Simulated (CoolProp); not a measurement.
Values from CoolProp's reference Helmholtz-energy equation of state, Span 2000.

Question: For nitrogen, give the phase and the cp (kJ/(kg K)), speed of sound (m/s) at 109.4 K and 0.0679 MPa; 109.4 K and 0.286 MPa.

Answer: 
- 109.4 K and 0.0679 MPa: gas; cp 1.06, speed of sound 212
- 109.4 K and 0.286 MPa: gas; cp 1.11, speed of sound 208
